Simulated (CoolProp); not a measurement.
Methane along the isobar 263 bar: fugacity coefficient from the reference equation and from simpler models built on Tc = 190.6 K, pc = 45.99 bar, ω = 0.011; each cubic takes its own stable root.

Model: reference Helmholtz-energy equation of state, Setzmann 1991, in CoolProp.

```
T (K)          phase  reference
-----  -------------  ---------
125.5         liquid    0.02582
163.7         liquid     0.1242
201.9  supercritical     0.2938
240.2  supercritical     0.4849
278.4  supercritical     0.6514
316.7  supercritical     0.7776
354.9  supercritical     0.8674
393.2  supercritical     0.9308
```

Task: How far does each simpler model (Redlich-Kwong, Soave-Redlich-Kwong, Peng-Robinson) lie from the reference over these 8 states: mean and median of the absolute difference, and the worst?

Result: 
- Redlich-Kwong: mean 3.4 %, median 1.6 %, worst -14.7 % at 125.5 K and 263 bar
- Soave-Redlich-Kwong: mean 3.3 %, median 3.5 %, worst +4.5 % at 201.9 K and 263 bar
- Peng-Robinson: mean 6.0 %, median 5.7 %, worst -9.4 % at 125.5 K and 263 bar
